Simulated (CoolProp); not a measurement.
Acetone along the isobar 0.101 MPa: Z from the reference equation and from simpler models built on Tc = 235.0 °C, pc = 4.692 MPa, ω = 0.307; each cubic takes its own stable root.

Computed with CoolProp (reference Helmholtz-energy equation of state, Lemmon 2006). It is a short technical equation, of lower accuracy than the large ones.

```csv
T (°C),phase,reference
-18.55,liquid,0.003330
-14.55,liquid,0.003296
-10.55,liquid,0.003262
-6.55,liquid,0.003230
-2.55,liquid,0.003199
1.45,liquid,0.003170
5.45,liquid,0.003141
9.45,liquid,0.003113
13.45,liquid,0.003087
17.45,liquid,0.003061
21.45,liquid,0.003037
25.45,liquid,0.003013
29.45,liquid,0.002990
33.45,liquid,0.002968
37.45,liquid,0.002948
```

How far does each simpler model (Redlich-Kwong, Soave-Redlich-Kwong, Peng-Robinson) lie from the reference over these 15 states: mean and median of the absolute difference, and the worst?


- Redlich-Kwong: mean 4388.6 %, median 32.6 %, worst +32830.8 % at 37.45 °C and 0.101 MPa
- Soave-Redlich-Kwong: mean 28.3 %, median 28.3 %, worst +29.1 % at -18.55 °C and 0.101 MPa
- Peng-Robinson: mean 13.9 %, median 13.9 %, worst +14.8 % at -18.55 °C and 0.101 MPa

At some of these states Redlich-Kwong gives the other phase, because its saturation line lies elsewhere.
